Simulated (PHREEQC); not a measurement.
A column of 0.1 m (40 cells, dispersivity 0.005 m, 720 s a shift, diffusion coefficient 3e-10 m²/s) holds 0.04 eq of the database's cation exchanger X per kg of pore water, first in equilibrium with 0.027 mol/kgw LiCl, 0.0044 mol/kgw BaCl2 and 1e-05 mol/kgw HCl. It is flushed with 0.04 mol CaCl2 and 1e-05 mol HCl per kg of water, at 25 °C. Values are for the last cell. No CO2 enters from the air. Nothing may precipitate in this run.

All values are PHREEQC results (ion-association model, phreeqc.dat), not measurements.

Q: Predict Ca in solution (mol/kgw) at pore volumes = 0.2125, 2.312, 2.513, 2.812.

A: 
```
pore volumes  Ca in solution (mol/kgw)
------------  ------------------------
0.2125                               0
2.312                           0.0375
2.513                           0.0385
2.812                           0.0393
```
